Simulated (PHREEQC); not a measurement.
A column of 0.2 m (30 cells, dispersivity 0.016 m, 3600 s a shift, diffusion coefficient 3e-10 m²/s) holds 0.11 eq of the database's cation exchanger X per kg of pore water, first in equilibrium with 0.49 mmol/kgw MgCl2, 3.2 mmol/kgw CdCl2 and 0.01 mmol/kgw HCl. It is flushed with 0.0041 mol CdCl2, 0.021 mol ZnSO4 and 1e-05 mol HCl per kg of water, at 25 °C. Values are for the last cell. No CO2 enters from the air. Precipitation was switched off in this run.

Computed with PHREEQC (ion-association model, phreeqc.dat).

```json
[
 {"pore volumes": "0", "S in solution (mol/kgw)": "0", "Zn in solution (mol/kgw)": "0", "Mg in solution (mol/kgw)": "0.000490", "Cd in solution (mol/kgw)": "0.00320", "ZnX2 on the exchanger (mol/kgw)": "0", "MgX2 on the exchanger (mol/kgw)": "0.00664"},
 {"pore volumes": "0.4833", "S in solution (mol/kgw)": "0.000885", "Zn in solution (mol/kgw)": "0", "Mg in solution (mol/kgw)": "0.000623", "Cd in solution (mol/kgw)": "0.00397", "ZnX2 on the exchanger (mol/kgw)": "0", "MgX2 on the exchanger (mol/kgw)": "0.00664"},
 {"pore volumes": "0.7167", "S in solution (mol/kgw)": "0.00528", "Zn in solution (mol/kgw)": "1.09e-11", "Mg in solution (mol/kgw)": "0.00129", "Cd in solution (mol/kgw)": "0.00778", "ZnX2 on the exchanger (mol/kgw)": "8.79e-11", "MgX2 on the exchanger (mol/kgw)": "0.00664"},
 {"pore volumes": "1.183", "S in solution (mol/kgw)": "0.0154", "Zn in solution (mol/kgw)": "1.29e-5", "Mg in solution (mol/kgw)": "0.00283", "Cd in solution (mol/kgw)": "0.0166", "ZnX2 on the exchanger (mol/kgw)": "4.69e-5", "MgX2 on the exchanger (mol/kgw)": "0.00659"},
 {"pore volumes": "1.65", "S in solution (mol/kgw)": "0.0196", "Zn in solution (mol/kgw)": "0.000580", "Mg in solution (mol/kgw)": "0.00315", "Cd in solution (mol/kgw)": "0.0199", "ZnX2 on the exchanger (mol/kgw)": "0.00171", "MgX2 on the exchanger (mol/kgw)": "0.00595"},
 {"pore volumes": "1.883", "S in solution (mol/kgw)": "0.0203", "Zn in solution (mol/kgw)": "0.00147", "Mg in solution (mol/kgw)": "0.00295", "Cd in solution (mol/kgw)": "0.0200", "ZnX2 on the exchanger (mol/kgw)": "0.00415", "MgX2 on the exchanger (mol/kgw)": "0.00534"},
 {"pore volumes": "2.35", "S in solution (mol/kgw)": "0.0209", "Zn in solution (mol/kgw)": "0.00453", "Mg in solution (mol/kgw)": "0.00226", "Cd in solution (mol/kgw)": "0.0182", "ZnX2 on the exchanger (mol/kgw)": "0.0121", "MgX2 on the exchanger (mol/kgw)": "0.00387"},
 {"pore volumes": "2.817", "S in solution (mol/kgw)": "0.0210", "Zn in solution (mol/kgw)": "0.00843", "Mg in solution (mol/kgw)": "0.00153", "Cd in solution (mol/kgw)": "0.0151", "ZnX2 on the exchanger (mol/kgw)": "0.0215", "MgX2 on the exchanger (mol/kgw)": "0.00252"},
 {"pore volumes": "3.05", "S in solution (mol/kgw)": "0.0210", "Zn in solution (mol/kgw)": "0.0104", "Mg in solution (mol/kgw)": "0.00123", "Cd in solution (mol/kgw)": "0.0135", "ZnX2 on the exchanger (mol/kgw)": "0.0260", "MgX2 on the exchanger (mol/kgw)": "0.00198"},
 {"pore volumes": "3.517", "S in solution (mol/kgw)": "0.0210", "Zn in solution (mol/kgw)": "0.0137", "Mg in solution (mol/kgw)": "0.000751", "Cd in solution (mol/kgw)": "0.0106", "ZnX2 on the exchanger (mol/kgw)": "0.0334", "MgX2 on the exchanger (mol/kgw)": "0.00117"},
 {"pore volumes": "3.983", "S in solution (mol/kgw)": "0.0210", "Zn in solution (mol/kgw)": "0.0163", "Mg in solution (mol/kgw)": "0.000442", "Cd in solution (mol/kgw)": "0.00839", "ZnX2 on the exchanger (mol/kgw)": "0.0386", "MgX2 on the exchanger (mol/kgw)": "0.000675"},
 {"pore volumes": "4.217", "S in solution (mol/kgw)": "0.0210", "Zn in solution (mol/kgw)": "0.0172", "Mg in solution (mol/kgw)": "0.000336", "Cd in solution (mol/kgw)": "0.00754", "ZnX2 on the exchanger (mol/kgw)": "0.0405", "MgX2 on the exchanger (mol/kgw)": "0.000509"},
 {"pore volumes": "4.683", "S in solution (mol/kgw)": "0.0210", "Zn in solution (mol/kgw)": "0.0186", "Mg in solution (mol/kgw)": "0.000191", "Cd in solution (mol/kgw)": "0.00627", "ZnX2 on the exchanger (mol/kgw)": "0.0433", "MgX2 on the exchanger (mol/kgw)": "0.000286"},
 {"pore volumes": "5.15", "S in solution (mol/kgw)": "0.0210", "Zn in solution (mol/kgw)": "0.0195", "Mg in solution (mol/kgw)": "0.000108", "Cd in solution (mol/kgw)": "0.00545", "ZnX2 on the exchanger (mol/kgw)": "0.0450", "MgX2 on the exchanger (mol/kgw)": "0.000160"},
 {"pore volumes": "5.383", "S in solution (mol/kgw)": "0.0210", "Zn in solution (mol/kgw)": "0.0199", "Mg in solution (mol/kgw)": "8.06e-5", "Cd in solution (mol/kgw)": "0.00516", "ZnX2 on the exchanger (mol/kgw)": "0.0456", "MgX2 on the exchanger (mol/kgw)": "0.000119"},
 {"pore volumes": "5.85", "S in solution (mol/kgw)": "0.0210", "Zn in solution (mol/kgw)": "0.0203", "Mg in solution (mol/kgw)": "4.50e-5", "Cd in solution (mol/kgw)": "0.00475", "ZnX2 on the exchanger (mol/kgw)": "0.0464", "MgX2 on the exchanger (mol/kgw)": "6.63e-5"},
 {"pore volumes": "6.317", "S in solution (mol/kgw)": "0.0210", "Zn in solution (mol/kgw)": "0.0206", "Mg in solution (mol/kgw)": "2.51e-5", "Cd in solution (mol/kgw)": "0.00449", "ZnX2 on the exchanger (mol/kgw)": "0.0469", "MgX2 on the exchanger (mol/kgw)": "3.68e-5"},
 {"pore volumes": "6.55", "S in solution (mol/kgw)": "0.0210", "Zn in solution (mol/kgw)": "0.0207", "Mg in solution (mol/kgw)": "1.87e-5", "Cd in solution (mol/kgw)": "0.00441", "ZnX2 on the exchanger (mol/kgw)": "0.0471", "MgX2 on the exchanger (mol/kgw)": "2.74e-5"},
 {"pore volumes": "7.017", "S in solution (mol/kgw)": "0.0210", "Zn in solution (mol/kgw)": "0.0208", "Mg in solution (mol/kgw)": "1.04e-5", "Cd in solution (mol/kgw)": "0.00429", "ZnX2 on the exchanger (mol/kgw)": "0.0474", "MgX2 on the exchanger (mol/kgw)": "1.52e-5"}
]
```
